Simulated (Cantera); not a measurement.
A closed system holds: 1 mol Si3N4, 1.2 mol F2, held at 475 °C and 1.30 Pa.

Method: chemical equilibrium by Gibbs-energy minimisation in Cantera with the NASA 1993 tables (ideal gas, pure condensed phases). Candidate condensed phases: Si, Si3N4; 16 gas species. Rates play no part.

Question: What is the equilibrium state?

Answer: 
```
Item                                  Value
--------------------------------  ---------
x(SiF4)                               0.600
x(N2)                                 0.400
n(Si3N4(s))                       0.800 mol
gas amount                        1.000 mol
log10 activity of Si(s) (absent)      -8.05
```
